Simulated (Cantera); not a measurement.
## Diamond growth

A diamond (100) surface in a fixed gas of H2 with x(CH4) = 0.014, x(H) = 0.013, at 950 K, 0.128 atm; coverages are run to steady state.

Model: the Harris–Goodwin 1993 mechanism for the reconstructed diamond (100) surface, integrated in Cantera.

```csv
x(CH3),growth (µm/h),θ c6HH,θ c6H*,θ c6*H,θ c6**,θ c6HM
1e-06,0.0542,0.643,0.0145,0.335,0.00676,5.20e-5
2.1e-06,0.114,0.643,0.0145,0.335,0.00676,0.000109
4.3e-06,0.233,0.643,0.0145,0.335,0.00676,0.000224
9e-06,0.487,0.643,0.0145,0.335,0.00676,0.000468
1.9e-05,1.03,0.643,0.0144,0.335,0.00675,0.000987
3.9e-05,2.11,0.642,0.0144,0.334,0.00674,0.00202
8.1e-05,4.36,0.640,0.0144,0.333,0.00671,0.00419
0.00017,9.09,0.636,0.0143,0.331,0.00666,0.00874
0.00035,18.5,0.629,0.0141,0.327,0.00656,0.0177
```
θ: site fractions in the mechanism's names (c6HH fully hydrogenated, c6H* and c6*H radical sites, c6** diradical, c6HM methylated).
